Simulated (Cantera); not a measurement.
What does this Cantera script print?

```python
import numpy as np
import cantera as ct

gas_names = [...]  # 113 gases of nasa_gas.yaml made of C, H, O, Ti
cond_names = """
    C(gr) C6H6(L) C7H8(L) C8H18(L),n-octa H2O(s) H2O(L) Ti(a) Ti(b) Ti(L) TiC(s) TiC(L) TiO(a) TiO(b)
    TiO(L) TiO2(ru) TiO2(L) Ti2O3(a) Ti2O3(b) Ti2O3(L) Ti3O5(a) Ti3O5(b) Ti3O5(L) Ti4O7(s) Ti4O7(L)
""".split()


# ... load() reads the species with a 1 bar reference pressure and builds the phases ...
atoms = {
    'Ti(OiPr)4': {'Ti': 1, 'C': 12, 'H': 28, 'O': 4},
    'C3H8': {'C': 3, 'H': 8},
    'H2': {'H': 2},
}
top_T = {'C(gr)': 4500}  # K; cautious upper limits of use, not melting points


# ... equilibrate(T, P, feed) seeds the gas with the atoms and calls Mixture.equilibrate('TP', solver="vcs", rtol=1e-11, max_steps=5000) ...
results = []
feed = {'Ti(OiPr)4': 1, 'C3H8': 0.076, 'H2': 21}  # mol
T = 1150  # K
P = 1000  # Pa
mix = equilibrate(T, P, feed)
results.append((T, P, feed, dict(zip(mix.species_names, mix.species_moles))))
x = sorted(zip(gas.X, gas.species_names), reverse=True)
print(f"T = {T:g} K  P = {P:g} Pa  gas = {mix.phase_moles(0):.4g} mol")
print("   x: " + "  ".join(f"{s} {v:.3e}" for v, s in x if v > 1e-05))
print("   condensed (mol): " + ("  ".join(f"{mix.phase(i).name} {mix.phase_moles(i):.4g}"
      for i in range(1, mix.n_phases) if mix.phase_moles(i) > 1e-12) or "none"))
```

It prints:

```
T = 1150 K  P = 1000 Pa  gas = 37.63 mol
   x: H2 9.378e-01  CO 6.198e-02  CH4 2.058e-04  H2O 2.726e-05
   condensed (mol): C(gr) 9.888  Ti3O5(b) 0.3333
```

Equilibrium computed with Cantera from the NASA thermochemical tables; the gas is ideal and each condensed phase is pure. The feed counts by its element totals alone.
